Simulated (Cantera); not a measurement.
Mixture: CH4 : H2 : O2 : N2 : H2O = 1 : 0.3 : 3.98 : 23.9 : 1.3 (molar parts), at 40.0 bar, adiabatic and at constant pressure. Ignition delay is the time to a rise of 400 K.

Detailed kinetics in Cantera: GRI-Mech 3.0 (53 species, 325 reactions). The pressure lies above the range GRI-Mech 3.0 was tuned for (to about 10 atm). Below about 1000 K GRI-Mech 3.0 lacks low-temperature oxidation paths.

What does this change do: pressure from 40.0 bar to 1.01 bar?


```csv
quantity,before,after
delay at 950 K,35.5 ms,0.155 s
delay at 1000 K,12.0 ms,52.0 ms
delay at 1050 K,4.67 ms,26.1 ms
delay at 1100 K,2.03 ms,15.3 ms
delay at 1150 K,0.969 ms,9.37 ms
delay at 1200 K,0.500 ms,5.84 ms
apparent activation energy between 1100 and 1200 K,150 kJ/mol,110 kJ/mol
```
